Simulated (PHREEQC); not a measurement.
Solution (57 °C): 76 mmol/kgw H2SO4 and 9.8 mmol/kgw Al2(SO4)3. Closed to the air; pH follows from the charge balance.

Computed with PHREEQC (ion-association model, phreeqc.dat).

| quantity | before | after |
|---|---|---|
| pH | 1.20 | 1.68 |
| ionic strength (mol/kgw) | 0.127 | 0.148 |
| HSO4- (mol/kgw) | 0.0742 | 0.0496 |
| AlSO4+ (mol/kgw) | 0.0136 | 0.0135 |
| SO4-2 (mol/kgw) | 0.0131 | 0.0272 |
| Al+3 (mol/kgw) | 0.00362 | 0.00193 |
| SI of Gibbsite (Al(OH)3) | -6.16 | -5.05 |

Question: Name the change that produced these shifts.
A) diluted 100-fold with water
B) H2SO4 replaced by NH4HSO4 at the same molality
C) H2SO4 from 0.076 to 0.152 mol/kgw
D) diluted 5-fold with water
E) temperature from 57 to 5 °C

Answer: B, H2SO4 replaced by NH4HSO4 at the same molality

This is a speciation only: nothing precipitates in the calculation. Constants without temperature data keep their 25 °C values here.
